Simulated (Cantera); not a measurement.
What does this Cantera script print?

```python
import numpy as np
import cantera as ct

gas_names = [...]  # 109 gases of nasa_gas.yaml made of C, Cl, H, Si
cond_names = """
    C(gr) C6H6(L) C7H8(L) C8H18(L),n-octa Si(cr) Si(L) SiC(b)
""".split()


# ... load() reads the species with a 1 bar reference pressure and builds the phases ...
atoms = {
    'SiHCl3': {'Si': 1, 'H': 1, 'CL': 3},
    'C2H4': {'C': 2, 'H': 4},
    'H2': {'H': 2},
    'CH4': {'C': 1, 'H': 4},
}
top_T = {'C(gr)': 4500, 'SiC(b)': 3050}  # K; cautious upper limits of use, not melting points


# ... equilibrate(T, P, feed) seeds the gas with the atoms and calls Mixture.equilibrate('TP', solver="vcs", rtol=1e-11, max_steps=5000) ...
results = []
feed = {'SiHCl3': 1, 'C2H4': 0.3, 'H2': 110, 'CH4': 0.27}  # mol
P = 10000  # Pa
for T in [1623, 1673, 1723, 1773, 1823, 1873, 1923, 1973, 2023, 2073, 2123, 2173, 2223]:
    mix = equilibrate(T, P, feed)
    results.append((T, P, feed, dict(zip(mix.species_names, mix.species_moles))))

top = {s: max(r[3][s] / sum(r[3][g] for g in gas_names) for r in results) for s in gas_names}
cols = sorted((s for s in top if top[s] > 1e-06), key=lambda s: -top[s])[:9]
seen = [c for c in cond_names if any(r[3].get(c, 0) > 1e-12 for r in results)]
print("log10 of partial pressures in bar; condensed amounts in mol")
print(f"{'T/K':>10s}" + "".join(f"{s[:9]:>10s}" for s in cols + seen))
for T, P, feed, n in results:
    ng = sum(n[g] for g in gas_names)
    print(f"{T:10.4g}" + "".join(f"{np.log10(max(n[s] / ng * P / 1e5, 1e-99)):10.3f}" for s in cols)
          + "".join(f"{n.get(c, 0):10.4g}" for c in seen))
```

Output:

```
log10 of partial pressures in bar; condensed amounts in mol
       T/K        H2       HCL         H        Si     SiCL2 C2H2,acet        CL       SiH      SiCL    SiC(b)
      1623    -1.011    -2.616    -4.666    -7.075    -3.946    -8.819    -6.375    -7.278    -6.743    0.8697
      1673    -1.011    -2.616    -4.449    -6.663    -3.947    -8.437    -6.161    -6.940    -6.484    0.8697
      1723    -1.011    -2.616    -4.245    -6.276    -3.950    -8.073    -5.960    -6.624    -6.242    0.8696
      1773    -1.012    -2.615    -4.052    -5.916    -3.957    -7.722    -5.770    -6.330    -6.018    0.8696
      1823    -1.012    -2.615    -3.869    -5.582    -3.968    -7.378    -5.589    -6.059    -5.812    0.8695
      1873    -1.012    -2.613    -3.696    -5.276    -3.988    -7.033    -5.418    -5.813    -5.627    0.8693
      1923    -1.013    -2.611    -3.532    -5.002    -4.022    -6.675    -5.255    -5.595    -5.466    0.8689
      1973    -1.013    -2.609    -3.377    -4.763    -4.073    -6.293    -5.098    -5.410    -5.334    0.8679
      2023    -1.014    -2.605    -3.229    -4.560    -4.144    -5.882    -4.949    -5.259    -5.233    0.8654
      2073    -1.015    -2.602    -3.088    -4.388    -4.232    -5.450    -4.806    -5.136    -5.157    0.8593
      2123    -1.017    -2.600    -2.954    -4.230    -4.324    -5.027    -4.671    -5.025    -5.091    0.8441
      2173    -1.019    -2.600    -2.826    -4.066    -4.402    -4.650    -4.544    -4.907    -5.017    0.8106
      2223    -1.021    -2.602    -2.704    -3.890    -4.459    -4.332    -4.424    -4.774    -4.928    0.7471
```

Equilibrium computed with Cantera from the NASA thermochemical tables; the gas is ideal and each condensed phase is pure. The tables' values for SiCl, SiCl3 are old estimates; treat these amounts as uncertain. Gases not in the tables: Si2H6 and higher silanes.
